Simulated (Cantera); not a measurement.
# Transport properties of process gases

Gas mixture: CH₄ : H₂O = 0.33 : 0.37 (molar parts), at 570 Pa, frozen composition.

Cantera's kinetic-theory transport with the Lennard-Jones parameters of GRI-Mech 3.0, ideal gas; thermal conductivity in the mixture-averaged form. Polar gases are described roughly by these parameters. The composition is frozen, though it would react at the higher temperatures.

```
T (K)  ρ (kg/m³)  cp (J/kg/K)  μ (µPa s)  λ (mW/m/K)     Pr  D (cm²/s) H₂O  D (cm²/s) OH  D (cm²/s) CH₄
-----  ---------  -----------  ---------  ----------  -----  -------------  ------------  -------------
400      0.00293         2178       14.2        42.9  0.720           70.8           105           70.8
600      0.00195         2579       20.6        72.3  0.733            153           215            153
800      0.00146         2964       26.5         106  0.743            259           352            259
1000     0.00117         3309       32.0         141  0.752            386           515            386
1200    0.000976         3604       37.2         177  0.758            531           700            531
1400    0.000837         3850       42.1         213  0.762            693           906            693
1600    0.000732         4056       46.8         248  0.764            871          1130            871
```
D: mixture-averaged diffusion coefficient of that species in the mixture.
